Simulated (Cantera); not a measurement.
Low-pressure radical oxidation in H2/O2

An isothermal, constant-pressure homogeneous reactor starts with H₂ : O₂ = 0.046 : 1 (molar parts), at 1200 K and 1.13 Torr.

Computed with Cantera and the H2/O2 subset of GRI-Mech 3.0, which has no nitrogen chemistry. Radical loss at walls, strong at low pressure, is not modelled. The temperature is held fixed by assumption; the heat of reaction is taken as removed at once.

```json
[
 {"t (s)": "1.00e-5", "x H₂": "0.0440", "x O₂": "0.956", "x H₂O₂": "<1e-12", "x HO₂": "4.34e-11", "x H": "4.29e-11", "x OH": "<1e-12", "x H₂O": "<1e-12"},
 {"t (s)": "2.68e-5", "x H₂": "0.0440", "x O₂": "0.956", "x H₂O₂": "<1e-12", "x HO₂": "1.17e-10", "x H": "1.13e-10", "x OH": "3.91e-12", "x H₂O": "<1e-12"},
 {"t (s)": "7.20e-5", "x H₂": "0.0440", "x O₂": "0.956", "x H₂O₂": "<1e-12", "x HO₂": "3.13e-10", "x H": "2.86e-10", "x OH": "2.67e-11", "x H₂O": "<1e-12"},
 {"t (s)": "0.000193", "x H₂": "0.0440", "x O₂": "0.956", "x H₂O₂": "<1e-12", "x HO₂": "8.39e-10", "x H": "6.80e-10", "x OH": "1.68e-10", "x H₂O": "1.73e-11"},
 {"t (s)": "0.000518", "x H₂": "0.0440", "x O₂": "0.956", "x H₂O₂": "<1e-12", "x HO₂": "2.25e-9", "x H": "1.49e-9", "x OH": "9.11e-10", "x H₂O": "2.66e-10"},
 {"t (s)": "0.00139", "x H₂": "0.0440", "x O₂": "0.956", "x H₂O₂": "1.67e-12", "x HO₂": "6.04e-9", "x H": "3.82e-9", "x OH": "4.43e-9", "x H₂O": "3.55e-9"},
 {"t (s)": "0.00373", "x H₂": "0.0440", "x O₂": "0.956", "x H₂O₂": "1.20e-11", "x HO₂": "1.62e-8", "x H": "2.37e-8", "x OH": "3.57e-8", "x H₂O": "6.01e-8"},
 {"t (s)": "0.0100", "x H₂": "0.0440", "x O₂": "0.956", "x H₂O₂": "8.56e-11", "x HO₂": "4.51e-8", "x H": "2.04e-6", "x OH": "3.21e-6", "x H₂O": "6.84e-6"},
 {"t (s)": "0.0268", "x H₂": "0.00624", "x O₂": "0.927", "x H₂O₂": "2.65e-8", "x HO₂": "4.22e-7", "x H": "0.00883", "x OH": "0.00550", "x H₂O": "0.0306"},
 {"t (s)": "0.0720", "x H₂": "0.000666", "x O₂": "0.920", "x H₂O₂": "8.52e-9", "x HO₂": "3.56e-7", "x H": "0.00658", "x OH": "0.00306", "x H₂O": "0.0385"},
 {"t (s)": "0.193", "x H₂": "0.000645", "x O₂": "0.921", "x H₂O₂": "8.56e-9", "x HO₂": "3.54e-7", "x H": "0.00624", "x OH": "0.00302", "x H₂O": "0.0388"},
 {"t (s)": "0.518", "x H₂": "0.000593", "x O₂": "0.924", "x H₂O₂": "8.68e-9", "x HO₂": "3.47e-7", "x H": "0.00543", "x OH": "0.00290", "x H₂O": "0.0394"},
 {"t (s)": "1.39", "x H₂": "0.000475", "x O₂": "0.931", "x H₂O₂": "8.88e-9", "x HO₂": "3.28e-7", "x H": "0.00379", "x OH": "0.00260", "x H₂O": "0.0406"},
 {"t (s)": "3.73", "x H₂": "0.000276", "x O₂": "0.942", "x H₂O₂": "8.86e-9", "x HO₂": "2.76e-7", "x H": "0.00161", "x OH": "0.00200", "x H₂O": "0.0425"},
 {"t (s)": "10.0", "x H₂": "9.32e-5", "x O₂": "0.950", "x H₂O₂": "7.54e-9", "x HO₂": "1.76e-7", "x H": "0.000307", "x OH": "0.00116", "x H₂O": "0.0440"}
]
```
x: mole fraction; the columns are a selection and need not sum to one.

Equilibrium at this temperature and pressure: H₂ 1.52e-8, O₂ 0.955, H₂O₂ 4.08e-11, HO₂ 5.51e-9, H 6.32e-10, OH 1.49e-5, H₂O 0.0450 (gas phase only).
